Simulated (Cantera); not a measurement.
A closed system holds: 1 mol Si, 0.85 mol NF3, 37 mol N2, at 1573.15 K and 66.0 mbar.

Equilibrium computed with Cantera from the NASA thermochemical tables; the gas is ideal and each condensed phase is pure. Candidate condensed phases: Si, Si3N4; 16 gas species. The tables' values for SiF3, SiF2 are old estimates; treat these amounts as uncertain. Rates play no part.

**Question.** What is the equilibrium state?

**Answer.** 
| Property | Result |
|---|---|
| x(N2) | 0.982 |
| x(SiF4) | 0.0135 |
| x(SiF3) | 0.00404 |
| x(SiF2) | 0.000611 |
| n(Si3N4(s)) | 0.104 mol |
| gas amount | 37.90 mol |
| log10 activity of Si(s) (absent) | -1.69 |
